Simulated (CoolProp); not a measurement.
Ethylene at several states: Z from the reference equation and from simpler models built on Tc = 282.4 K, pc = 5.042 MPa, ω = 0.087; each cubic takes its own stable root.

Model: reference Helmholtz-energy equation of state, Smukala 2000, in CoolProp.

```
T (K)  p (MPa)   phase  reference
-----  -------  ------  ---------
212.5      8.4  liquid     0.2593
117.3    0.917  liquid    0.04133
423.4     1.35     gas     0.9766
187.2     2.28  liquid    0.07554
237.9     0.14     gas     0.9841
192.9     7.65  liquid     0.2467
```

**Question.** How far does each simpler model (Redlich-Kwong, Soave-Redlich-Kwong) lie from the reference over these 6 states: mean and median of the absolute difference, and the worst?

**Answer.** 
- Redlich-Kwong: mean 2.9 %, median 3.8 %, worst +4.8 % at 212.5 K and 8.4 MPa
- Soave-Redlich-Kwong: mean 2.7 %, median 3.7 %, worst +4.4 % at 117.3 K and 0.917 MPa
